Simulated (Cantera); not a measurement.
Input (Python, Cantera) and output of one run.

```python
import numpy as np
import cantera as ct

gas_names = """
    C CO CO2 C2 C2O C3 C3O2 C4 C5 Mg MgO Mg2 O O2 O3
""".split()
cond_names = """
    C(gr) Mg(cr) Mg(L) MgCO3(s) MgO(s) MgO(L)
""".split()


# ... load() reads the species with a 1 bar reference pressure and builds the phases ...
atoms = {
    'MgCO3': {'Mg': 1, 'C': 1, 'O': 3},
    'C': {'C': 1},
    'O2': {'O': 2},
}
top_T = {'C(gr)': 4500}  # K; cautious upper limits of use, not melting points


# ... equilibrate(T, P, feed) seeds the gas with the atoms and calls Mixture.equilibrate('TP', solver="vcs", rtol=1e-11, max_steps=5000) ...
results = []
feed = {'MgCO3': 1, 'C': 0.52, 'O2': 0.1}  # mol
T = 973.15  # K
P = 13332.2  # Pa
mix = equilibrate(T, P, feed)
results.append((T, P, feed, dict(zip(mix.species_names, mix.species_moles))))
print(gas.report(threshold=0.0001))
for i in range(1, mix.n_phases):
    print(f"{mix.phase(i).name:16s} {mix.phase_moles(i):12.5e} mol")
```

Output:

```
       temperature   973.15 K
          pressure   13332 Pa
           density   0.057947 kg/m^3
  mean mol. weight   35.167 kg/kmol
   phase of matter   gas

                          1 kg             1 kmol
                     ---------------   ---------------
          enthalpy       -6.0095e+06       -2.1134e+08  J
   internal energy       -6.2396e+06       -2.1943e+08  J
           entropy            7717.4         2.714e+05  J/K
    Gibbs function        -1.352e+07       -4.7545e+08  J
 heat capacity c_p            1205.7             42402  J/K
 heat capacity c_v             969.3             34088  J/K

                      mass frac. Y      mole frac. X     chem. pot. / RT
                     ---------------   ---------------   ---------------
                CO           0.44016           0.55263           -41.799
               CO2           0.55984           0.44737           -79.716
     [  +13 minor]        4.7227e-16        2.4979e-16

C(gr)             0.00000e+00 mol
Mg(L)             0.00000e+00 mol
MgCO3(s)          0.00000e+00 mol
MgO(s)            1.00000e+00 mol
```

Cantera equilibrium calculation (NASA polynomials, part measured and part estimated; ideal gas, pure solids and liquids).
